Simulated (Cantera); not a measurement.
A freely propagating, adiabatic, planar premixed flame of CH3OH : O2 : N2 = 1 : 1.07 : 4.03 (molar parts), unburnt at 500 K and 39000 Pa; mixture-averaged transport, grid criteria slope 0.08 and curve 0.16, no radiation.

Model: GRI-Mech 3.0 (53 species, 325 reactions), integrated in Cantera. GRI-Mech 3.0 was tuned for natural gas; its chemistry of methanol as a main component is partial and can be far from experiment. Burning velocities carry a grid error of a few per cent, more on coarse grids.

**Question.** Predict: laminar burning velocity; thermal thickness; peak x(C2H6); peak x(CH2O).

**Answer.** 
| Quantity | Result |
|---|---|
| laminar burning velocity | 124 cm/s |
| thermal thickness | 0.552 mm |
| peak x(C2H6) | 1.34e-6 |
| peak x(CH2O) | 0.0145 |
